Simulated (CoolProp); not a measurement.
A single-stage vapour-compression cycle with the fluid: evaporating at 204.15 K (dew point), condensing at 226.15 K (bubble point), superheat 10 K, subcooling 2 K, compressor efficiency 0.8, no pressure losses. The same conditions are run with several fluids, on thermodynamics alone (safety and materials aside).

Values from CoolProp's reference Helmholtz-energy equation of state of each fluid (R125: Lemmon 2005; hydrogen sulfide: Lemmon 2006; propane: Lemmon 2009; C3F8 (R218): Lemmon 2006; chlorine: Thol 2021; hydrogen chloride: Thol 2018).

```csv
fluid,cooling COP,pressure ratio,discharge temperature (K),refrigerating effect (kJ/kg),volumetric capacity (kJ/m³)
R125,6.84,3.34,250.1,160,350
hydrogen sulfide,6.53,2.98,296.6,527,652
propane,6.85,3.14,259.1,422,274
C3F8 (R218),6.88,3.48,238.1,104,199
chlorine,6.44,3.44,311.3,292,187
hydrogen chloride,6.42,2.55,293.1,401,1990
```
